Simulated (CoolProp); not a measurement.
Vapour-liquid equilibrium of R134a (1) + isobutane (2) at 0.112 MPa; x and y are mole fractions of (1).

Model: multi-fluid Helmholtz-energy mixture model, Tillner-Roth 1994 and Bücker 2006; pair parameters Bell 2016, in CoolProp.

Give the bubble temperature and the first vapour's composition at x = 0.2, 0.8, 0.95. Is there an azeotrope?

x = 0.2: -27.3 °C, y = 0.584; x = 0.8: -29.2 °C, y = 0.689; x = 0.95: -26.6 °C, y = 0.850. y crosses x between x = 0.65 and 0.725: the model has an azeotrope there.

The pair parameters rest on a limited set of measurements; away from them the model extrapolates. With so large a gap from Raoult's law the liquid may split in two, which this calculation doesn't test in full.
